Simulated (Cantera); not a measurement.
Mixture: C₃H₈ : O₂ : N₂ = 1 : 3.57 : 13.4 (molar parts), equivalence ratio 1.4, at 22500 Torr, adiabatic and at constant volume. Ignition delay is the time to a rise of 400 K.

Computed with Cantera and GRI-Mech 3.0 (53 species, 325 reactions). GRI-Mech 3.0 was tuned for natural gas; its chemistry of propane as a main component is partial and can be far from experiment. The pressure lies above the range GRI-Mech 3.0 was tuned for (to about 10 atm).

Problem. Predict: delay at 1148 K; delay at 1198 K; delay at 1248 K; delay at 1298 K; delay at 1348 K; delay at 1398 K; apparent activation energy between 1298 and 1398 K.

Solution. 
```
Quantity                                                Result
--------------------------------------------------  ----------
delay at 1148 K                                        1.68 ms
delay at 1198 K                                       0.725 ms
delay at 1248 K                                       0.319 ms
delay at 1298 K                                       0.144 ms
delay at 1348 K                                        68.0 µs
delay at 1398 K                                        33.6 µs
apparent activation energy between 1298 and 1398 K  220 kJ/mol
```
